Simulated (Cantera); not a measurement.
What does this Cantera script print?

```python
import numpy as np
import cantera as ct

gas_names = [...]  # 123 gases of nasa_gas.yaml made of C, H, O, Si
cond_names = """
    C(gr) C6H6(L) C7H8(L) C8H18(L),n-octa H2O(s) H2O(L) Si(cr) Si(L) SiC(b) SiO2(Lqz) SiO2(hqz) SiO2(L)
""".split()


# ... load() reads the species with a 1 bar reference pressure and builds the phases ...
atoms = {
    'TEOS': {'Si': 1, 'C': 8, 'H': 20, 'O': 4},
    'O3': {'O': 3},
}
top_T = {'C(gr)': 4500, 'SiC(b)': 3050}  # K; cautious upper limits of use, not melting points


# ... equilibrate(T, P, feed) seeds the gas with the atoms and calls Mixture.equilibrate('TP', solver="vcs", rtol=1e-11, max_steps=5000) ...
results = []
feed = {'TEOS': 1, 'O3': 0.069}  # mol
P = 34000  # Pa
for T in [550, 600, 650, 700, 750, 800, 850, 900, 950, 1000, 1050]:
    mix = equilibrate(T, P, feed)
    results.append((T, P, feed, dict(zip(mix.species_names, mix.species_moles))))

top = {s: max(r[3][s] / sum(r[3][g] for g in gas_names) for r in results) for s in gas_names}
cols = sorted((s for s in top if top[s] > 1e-05), key=lambda s: -top[s])[:9]
seen = [c for c in cond_names if any(r[3].get(c, 0) > 1e-12 for r in results)]
print("log10 of partial pressures in bar; condensed amounts in mol")
print(f"{'T/K':>10s}" + "".join(f"{s[:9]:>10s}" for s in cols + seen))
for T, P, feed, n in results:
    ng = sum(n[g] for g in gas_names)
    print(f"{T:10.4g}" + "".join(f"{np.log10(max(n[s] / ng * P / 1e5, 1e-99)):10.3f}" for s in cols)
          + "".join(f"{n.get(c, 0):10.4g}" for c in seen))
```

Output:

```
log10 of partial pressures in bar; condensed amounts in mol
       T/K        H2       CH4       H2O        CO       CO2     C(gr) SiO2(Lqz) SiO2(hqz)
       550    -1.658    -0.689    -0.969    -4.685    -2.236     4.091         1         0
       600    -1.351    -0.727    -0.997    -3.956    -2.151     4.257         1         0
       650    -1.104    -0.793    -1.038    -3.341    -2.082     4.552         1         0
       700    -0.913    -0.897    -1.096    -2.815    -2.024     4.977         1         0
       750    -0.774    -1.044    -1.178    -2.363    -1.980     5.467         1         0
       800    -0.680    -1.232    -1.291    -1.980    -1.966     5.881         1         0
       850    -0.623    -1.452    -1.449    -1.674    -2.016      6.08         0         1
       900    -0.592    -1.689    -1.663    -1.456    -2.166     6.047         0         1
       950    -0.576    -1.928    -1.931    -1.326    -2.428     5.914         0         1
      1000    -0.568    -2.155    -2.232    -1.261    -2.768     5.813         0         1
      1050    -0.563    -2.368    -2.537    -1.233    -3.135      5.77         0         1
```

Method: chemical equilibrium by Gibbs-energy minimisation in Cantera with the NASA 1993 tables (ideal gas, pure condensed phases). The feed counts by its element totals alone.
